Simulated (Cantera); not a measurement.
An isothermal, constant-pressure homogeneous reactor starts with CH4 : N2 = 1 : 100 (molar parts), at 1423 K and 120 Torr.

Detailed kinetics in Cantera: GRI-Mech 3.0 (53 species, 325 reactions). GRI-Mech 3.0 stops at C3 and has no aromatics, soot or wall deposition, so with more carbon than oxygen in the feed, carbon stays in small species such as C2H2 where larger ones or solid carbon would form.

Q: Predict: x(CH4) at 1.00 s; x(H2) at 1.00 s; x(C2H2) at 1.00 s; x(H) at 1.00 s; x(CH2) at 1.00 s.

A: 
```json
{
  "x(CH4) at 1.00 s": "0.00908 (gas-phase equilibrium 1.15e-5)",
  "x(H2) at 1.00 s": "0.000962 (gas-phase equilibrium 0.0147)",
  "x(C2H2) at 1.00 s": "0.000182 (gas-phase equilibrium 0.000392)",
  "x(H) at 1.00 s": "2.09e-7 (gas-phase equilibrium 2.03e-6)",
  "x(CH2) at 1.00 s": "3.41e-9 (gas-phase equilibrium 3.27e-12)"
}
```
